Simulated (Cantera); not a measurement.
A closed system holds: 1 mol CCl4, 0.018 mol F2, held at 75.0 Torr.

Method: chemical equilibrium by Gibbs-energy minimisation in Cantera with the NASA 1993 tables (ideal gas, pure condensed phases). Candidate condensed phases: C; 27 gas species. Gases not in the tables: C2F6 and larger saturated fluorocarbons. The numbers say what is thermodynamically allowed, not how fast it happens.

x: gas mole fraction; n: condensed amount in mol.

| T (K) | x Cl | x Cl2 | x F | x CF4 | x CF2 | x CClF3 | x ClF | n C(graphite) |
|---|---|---|---|---|---|---|---|---|
| 1500 | 0.168 | 0.827 | [?] | 0.00322 | 7.67e-6 | 0.000978 | 2.79e-5 | 0.990 |
| 1575 | 0.257 | 0.739 | [?] | 0.00311 | 2.19e-5 | 0.000882 | 5.24e-5 | 0.990 |
| 1650 | 0.367 | 0.629 | [?] | 0.00294 | 5.59e-5 | 0.000767 | 8.98e-5 | 0.990 |
| 1725 | 0.491 | 0.505 | [?] | 0.00272 | 0.000130 | 0.000638 | 0.000141 | 0.990 |
| 1800 | 0.616 | 0.380 | [?] | 0.00244 | 0.000275 | 0.000504 | 0.000202 | 0.990 |
| 1875 | 0.727 | 0.269 | [?] | 0.00210 | 0.000534 | 0.000374 | 0.000266 | 0.990 |
| 1950 | 0.815 | 0.181 | [?] | 0.00167 | 0.000942 | 0.000255 | 0.000323 | 0.989 |
| 2025 | 0.878 | 0.117 | [?] | 0.00116 | 0.00147 | 0.000154 | 0.000360 | 0.989 |
| 2100 | 0.919 | 0.0749 | [?] | 0.000628 | 0.00194 | 7.73e-5 | 0.000363 | 0.989 |
| 2175 | 0.946 | 0.0479 | [?] | 0.000244 | 0.00208 | 3.02e-5 | 0.000328 | 0.990 |
| 2250 | 0.962 | 0.0310 | [?] | 6.99e-5 | 0.00184 | 9.43e-6 | 0.000270 | 0.991 |
| 2325 | 0.972 | 0.0204 | [?] | 1.66e-5 | 0.00144 | 2.58e-6 | 0.000209 | 0.993 |
| 2400 | 0.978 | 0.0136 | [?] | 3.58e-6 | 0.00104 | 6.65e-7 | 0.000156 | 0.995 |
| 2475 | 0.982 | 0.00933 | [?] | 7.39e-7 | 0.000712 | 1.67e-7 | 0.000115 | 0.996 |

### Question
What belongs in the gaps?

### Answer

- 1500, x F: 2.64e-6
- 1575, x F: 8.77e-6
- 1650, x F: 2.60e-5
- 1725, x F: 6.95e-5
- 1800, x F: 0.000170
- 1875, x F: 0.000382
- 1950, x F: 0.000788
- 2025, x F: 0.00148
- 2100, x F: 0.00249
- 2175, x F: 0.00368
- 2250, x F: 0.00483
- 2325, x F: 0.00583
- 2400, x F: 0.00664
- 2475, x F: 0.00724
